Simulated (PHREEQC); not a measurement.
Alkaline etch or developer: an equilibrium model

Dissolve 0.063 mol KOH, 0.0068 mol H3BO3 and 0.00074 mol K2CO3 per kg of water at 20 °C. Closed to the air; pH follows from the charge balance.

Equilibrium calculation in PHREEQC: ion-association model, phreeqc.dat.

No solid was allowed to form.

**Question.** What pH, ionic strength does the model give?

**Answer.** pH 12.81; ionic strength 0.0652 mol/kgw.

Species that the database lacks are ignored.
